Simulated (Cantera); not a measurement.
Input: 1 mol trisilylamine, 0.25 mol NH₃, 33 mol N₂, held at 2025 K.

Equilibrium computed with Cantera from the NASA thermochemical tables; the gas is ideal and each condensed phase is pure. Candidate condensed phases: Si, Si₃N₄; 18 gas species. The feed counts by its element totals alone. The tables' values for SiN are old estimates; treat these amounts as uncertain. Gases not in the tables: Si₂H₆ and higher silanes. Equilibrium is a limit: real reactors are often held back by kinetics, nucleation or transport.

x: gas mole fraction; n: condensed amount in mol.

```tsv
P (Pa)	x N₂	x H₂	x H	x Si	x Si₂	x Si₂N	x SiN	n Si(l)	n Si₃N₄(s)
5	0.780	0.0756	0.0748	0.0693	4.54e-5	8.11e-6	0.000106	0	0
21	0.794	0.0946	0.0409	0.0699	0.000194	7.16e-5	0.000221	0	0
85	0.803	…	…	0.0678	…	…	0.000435	0	0
350	0.853	0.118	0.0112	0.0166	0.000183	0.000286	0.000223	2.29	0
1400	0.867	0.123	0.00570	0.00416	4.57e-5	0.000144	0.000112	2.81	0
5900	0.871	0.125	0.00280	0.000987	1.09e-5	7.05e-5	5.49e-5	2.95	0
24000	0.872	0.126	…	…	…	…	2.72e-5	2.98	0
100000	0.866	0.133	0.000702	2.39e-5	1.08e-7	2.87e-6	5.45e-6	0	0.999
```

**Question.** Fill in the missing entries.

**Answer.** 
- 85, x H₂: 0.106
- 85, x H: 0.0214
- 85, x Si₂: 0.000738
- 85, x Si₂N: 0.000552
- 24000, x H: 0.00139
- 24000, x Si: 0.000243
- 24000, x Si₂: 2.67e-6
- 24000, x Si₂N: 3.50e-5
